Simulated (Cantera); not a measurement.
An isothermal, constant-pressure homogeneous reactor starts with 47.6 % N₂O, 52.4 % N₂, at 1200 K and 20.0 Torr.

Model: GRI-Mech 3.0 (53 species, 325 reactions), integrated in Cantera. GRI-Mech 3.0 was tuned for natural gas; its chemistry of N2O as a main component is partial and can be far from experiment. Radical loss at walls, strong at low pressure, is not modelled. The mechanism lacks the step 2 NO + O2 → 2 NO2, which can matter for NO2 below about 1400 K. The temperature is held fixed by assumption; the heat of reaction is taken as removed at once.

Q: Predict: x(N₂O) at 80.0 s; x(O) at 80.0 s; x(NO) at 80.0 s; x(NO₂) at 80.0 s; x(O₂) at 80.0 s; x(N₂) at 80.0 s.

A: 
```json
{
 "x(N₂O) at 80.0 s": "0.110 (gas-phase equilibrium 2.21e-9)",
 "x(O) at 80.0 s": "1.76e-6 (gas-phase equilibrium 6.77e-8)",
 "x(NO) at 80.0 s": "0.0308 (gas-phase equilibrium 0.000190)",
 "x(NO₂) at 80.0 s": "1.13e-5 (gas-phase equilibrium 5.01e-7)",
 "x(O₂) at 80.0 s": "0.132 (gas-phase equilibrium 0.192)",
 "x(N₂) at 80.0 s": "0.727 (gas-phase equilibrium 0.808)"
}
```
